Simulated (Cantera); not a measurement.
An adiabatic, constant-volume homogeneous reactor starts with 11.1 % CH3OH, 18.7 % O2, 70.2 % N2, equivalence ratio 0.89, at 1500 K and 4.00 bar.

Model: GRI-Mech 3.0 (53 species, 325 reactions), integrated in Cantera. GRI-Mech 3.0 was tuned for natural gas; its chemistry of methanol as a main component is partial and can be far from experiment.

Task: Predict: time of steepest temperature rise; temperature at 0.100 s; equilibrium temperature; x(O2) at 0.100 s; x(H2O2) at 0.100 s; x(H) at 0.100 s.

Result: 
| Quantity | Result |
|---|---|
| time of steepest temperature rise | 62.5 µs |
| temperature at 0.100 s | 2962 K |
| equilibrium temperature | 2962 K |
| x(O2) at 0.100 s | 0.0294 (gas-phase equilibrium 0.0294) |
| x(H2O2) at 0.100 s | 1.44e-6 (gas-phase equilibrium 1.44e-6) |
| x(H) at 0.100 s | 0.00560 (gas-phase equilibrium 0.00560) |
